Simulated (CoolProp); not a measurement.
Vapour-liquid equilibrium of toluene (1) + p-xylene (2) at 39.95 °C; x and y are mole fractions of (1).

The numbers come from the multi-fluid Helmholtz-energy mixture model, Lemmon 2006 and Zhou 2012; pair parameters Bell 2016 in CoolProp.

```
x     bubble pressure (MPa)  y at the bubble point  dew pressure at overall composition x (MPa)  liquid density (mol/L)
----  ---------------------  ---------------------  -------------------------------------------  ----------------------
0.05               0.002914                    [?]                                     0.002740                   8.003
0.2                0.003720                  0.430                                     0.003057                   8.174
0.35               0.004525                  0.619                                     0.003459                   8.352
0.5                     [?]                  0.749                                     0.003982                   8.536
0.65               0.006096                    [?]                                     0.004692                   8.727
0.8                0.006861                  0.920                                     0.005702                   8.926
0.95               0.007620                  0.982                                     0.007211                   9.134
```

Task: What belongs in the gaps?

Result: 
- 0.05, y at the bubble point: 0.136
- 0.5, bubble pressure (MPa): 0.005318
- 0.65, y at the bubble point: 0.846

No azeotrope shows between x = 0.05 and 0.95.

Pair parameters are fitted to limited data, so mixtures are less certain than the pure fluids.
